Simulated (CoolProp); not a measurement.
Saturation properties of R113 (Tc = 214.1 °C, pc = 33.92 bar, ω = 0.253).

The numbers come from the reference Helmholtz-energy equation of state, Marx 1992 in CoolProp.

```tsv
T (°C)	p (bar)	vapour density (kg/m³)	enthalpy of vaporisation (kJ/kg)	liquid cp (kJ/(kg K))
-12.45	0.07945	0.6912	162.4	0.8860
-9.15	0.09476	0.8148	161.4	0.8885
-5.75	0.1130	0.9603	160.4	0.8911
-2.45	0.1334	1.121	159.5	0.8937
0.85	0.1567	1.303	158.5	0.8964
4.15	0.1833	1.507	157.5	0.8991
7.45	0.2134	1.737	156.6	0.9019
10.75	0.2474	1.993	155.6	0.9048
14.15	0.2870	2.288	154.6	0.9078
```

It boils at 47.6 °C under 1 atm.
